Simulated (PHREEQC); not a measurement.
# Copper plating or etch bath: speciation

Dissolve 0.029 mol/kgw Cu(BF4)2 and 0.0018 mol/kgw H2SO4 at 80 °C. Closed to the air; pH follows from the charge balance.

Computed with PHREEQC (ion-association model, wateq4f.dat).

Each row changes one thing in this solution. Precipitation was switched off in this run.

| case | pH | ionic strength (mol/kgw) | BF4- (mol/kgw) | Cu+2 (mol/kgw) | HF (mol/kgw) | BF3OH- (mol/kgw) | SI of CuF2:2H2O (CuF2:2H2O) | SI of Tenorite (CuO) |
|---|---|---|---|---|---|---|---|---|
| as made | 2.62 | 0.0872 | 0.0496 | 0.0276 | 0.0168 | 0.00334 | -2.60 | -2.62 |
| Cu(BF4)2 from 0.029 to 0.0319 mol/kgw | 2.61 | 0.0958 | 0.0550 | 0.0305 | 0.0172 | 0.00361 | -2.57 | -2.61 |
| 0.00072 mol/kgw H2SiF6 added | 2.52 | 0.0889 | 0.0497 | 0.0278 | 0.0175 | 0.00321 | -2.75 | -2.81 |
| Cu(BF4)2 from 0.029 to 0.0029 mol/kgw | 2.73 | 0.0108 | 0.00275 | 0.00256 | 0.00895 | 0.000355 | -3.76 | -3.21 |
| H2SO4 replaced by Li2SO4 at the same molality | 2.88 | 0.0887 | 0.0491 | 0.0272 | 0.0149 | 0.00374 | -2.19 | -2.11 |
| H2SO4 replaced by ZnSO4 at the same molality | 2.88 | 0.0903 | 0.0491 | 0.0273 | 0.0149 | 0.00374 | -2.20 | -2.12 |
| temperature from 80 to 10 °C | 2.44 | 0.0894 | 0.0539 | 0.0279 | 0.00554 | 0.00264 | -3.27 | -5.27 |
| Cu(BF4)2 from 0.029 to 0.0435 mol/kgw | 2.58 | 0.130 | 0.0768 | 0.0418 | 0.0186 | 0.00462 | -2.46 | -2.58 |
| temperature from 80 to 85 °C | 2.64 | 0.0870 | 0.0490 | 0.0276 | 0.0182 | 0.00341 | -2.55 | -2.45 |

Constants without temperature data keep their 25 °C values here. SiF6-2 is the database's only silicon fluoride. Real BF4- forms and hydrolyses slowly; the run takes it at equilibrium.
